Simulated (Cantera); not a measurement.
Input: 1 mol Al, a varied amount of HBr, 0.38 mol H₂, equilibrated at 1025 K and 0.133 bar.

Equilibrium computed with Cantera from the NASA thermochemical tables; the gas is ideal and each condensed phase is pure. Candidate condensed phases: Al, AlBr₃, Br₂; 11 gas species. Equilibrium is a limit: real reactors are often held back by kinetics, nucleation or transport.

### Question
Which condensed phases are stable at each of these points (n(HBr) (mol)): 1.6, 1.8, 2.1, 2.4, 2.7, 3.1, 3.6, 4.1, 4.7, 5.5, 6.3, 7.2, 8.3?

### Answer
```
n(HBr) (mol)  condensed phases  Al condensed (%)
------------  ----------------  ----------------
1.6                      Al(l)              45.9
1.8                      Al(l)              39.1
2.1                      Al(l)              29.0
2.4                      Al(l)              18.9
2.7                      Al(l)               8.8
3.1                   gas only               0.0
3.6                   gas only               0.0
4.1                   gas only               0.0
4.7                   gas only               0.0
5.5                   gas only               0.0
6.3                   gas only               0.0
7.2                   gas only               0.0
8.3                   gas only               0.0
```

From 1.6 mol HBr to 2.7 mol HBr the condensed part is Al(l). From 3.1 mol HBr to 8.3 mol HBr nothing is condensed.
